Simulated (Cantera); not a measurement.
Input: 1 mol V, 0.034 mol O2, 29 mol N2, held at 0.000480 bar.

Cantera equilibrium calculation (NASA polynomials, part measured and part estimated; ideal gas, pure solids and liquids). Candidate condensed phases: V, VN, VO, V2O3, V2O4, V2O5; 13 gas species. Mutual solubility and eutectic melting of coexisting phases are not modelled. VN, VO: taken at fixed stoichiometry. Condensed phases not in the tables: solid solutions among these carbides, nitrides and lower oxides, V2N, N, O or C dissolved in the metal. Rates play no part.

**Question.** What share of the V ends up in condensed phases as a function of T (°C), at 1550, 1650, 1750, 1850, 1950, 2050, 2150?

**Answer.** 
```json
[
 {"T (°C)": "1550", "V condensed (%)": "99.0", "as": "VN(s) + VO(s)"},
 {"T (°C)": "1650", "V condensed (%)": "92.2", "as": "V(s) + VO(s)"},
 {"T (°C)": "1750", "V condensed (%)": "73.6", "as": "V(s)"},
 {"T (°C)": "1850", "V condensed (%)": "10.7", "as": "V(s)"},
 {"T (°C)": "1950", "V condensed (%)": "0.0", "as": "-"},
 {"T (°C)": "2050", "V condensed (%)": "0.0", "as": "-"},
 {"T (°C)": "2150", "V condensed (%)": "0.0", "as": "-"}
]
```
